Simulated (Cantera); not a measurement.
What does this Cantera script print?

```python
import numpy as np
import cantera as ct

gas_names = """
    H H2 N NH NH2 NH3 N2 N2H2 N2H4 Si SiH SiH2 SiH3 SiH4 SiN Si2 Si2N Si3
""".split()
cond_names = """
    Si(cr) Si(L) Si3N4(a)
""".split()


# ... load() reads the species with a 1 bar reference pressure and builds the phases ...
atoms = {
    'Si3N4': {'Si': 3, 'N': 4},
    'H2': {'H': 2},
}
top_T = {'Si3N4(a)': 2400}  # K; cautious upper limits of use, not melting points


# ... equilibrate(T, P, feed) seeds the gas with the atoms and calls Mixture.equilibrate('TP', solver="vcs", rtol=1e-11, max_steps=5000) ...
results = []
T = 1925  # K
P = 14  # Pa
for m in [10, 28, 46, 64, 81, 99, 120, 130, 150, 170, 190]:
    feed = {'Si3N4': 1, 'H2': m}  # mol
    mix = equilibrate(T, P, feed)
    results.append((T, P, feed, dict(zip(mix.species_names, mix.species_moles))))

top = {s: max(r[3][s] / sum(r[3][g] for g in gas_names) for r in results) for s in gas_names}
cols = sorted((s for s in top if top[s] > 0.001), key=lambda s: -top[s])[:9]
seen = [c for c in cond_names if any(r[3].get(c, 0) > 1e-12 for r in results)]
print("log10 of partial pressures in bar; condensed amounts in mol")
print(f"{'n(H2)':>10s}" + "".join(f"{s[:9]:>10s}" for s in cols + seen))
for T, P, feed, n in results:
    ng = sum(n[g] for g in gas_names)
    print(f"{feed['H2']:10.4g}" + "".join(f"{np.log10(max(n[s] / ng * P / 1e5, 1e-99)):10.3f}" for s in cols)
          + "".join(f"{n.get(c, 0):10.4g}" for c in seen))
```

It prints:

```
log10 of partial pressures in bar; condensed amounts in mol
     n(H2)        H2        N2        Si         H       Si2     Si(L)
        10    -4.030    -4.708    -4.759    -5.034    -6.826     1.161
        28    -3.960    -5.087    -4.922    -5.000    -7.150         0
        46    -3.934    -5.277    -5.109    -4.986    -7.524         0
        64    -3.922    -5.408    -5.239    -4.980    -7.785         0
        81    -3.915    -5.504    -5.334    -4.977    -7.976         0
        99    -3.910    -5.587    -5.417    -4.975    -8.140         0
       120    -3.907    -5.667    -5.496    -4.973    -8.299         0
       130    -3.905    -5.700    -5.530    -4.972    -8.366         0
       150    -3.903    -5.760    -5.589    -4.971    -8.486         0
       170    -3.902    -5.813    -5.642    -4.970    -8.591         0
       190    -3.900    -5.860    -5.689    -4.970    -8.685         0
```

These are equilibrium values from Cantera (NASA tables, ideal gas, pure condensed phases), not measurements of a reactor. The tables' values for SiN are old estimates; treat these amounts as uncertain. Gases not in the tables: Si2H6 and higher silanes.
